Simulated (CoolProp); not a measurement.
Vapour-liquid equilibrium of R134a (1) + n-butane (2) at 304.2 K; x and y are mole fractions of (1).

Values from CoolProp's multi-fluid Helmholtz-energy mixture model, Tillner-Roth 1994 and Bücker 2006; pair parameters Bell 2016.

Question: Give the bubble pressure and the first vapour's composition at x = 0.35, 0.5, 0.8. Is there an azeotrope?

Answer: x = 0.35: 0.7575 MPa, y = 0.658; x = 0.5: 0.8027 MPa, y = 0.699; x = 0.8: 0.8452 MPa, y = 0.803. y crosses x between x = 0.8 and 0.95: the model has an azeotrope there.

Pair parameters are fitted to limited data, so mixtures are less certain than the pure fluids. With so large a gap from Raoult's law the liquid may split in two, which this calculation doesn't test in full.
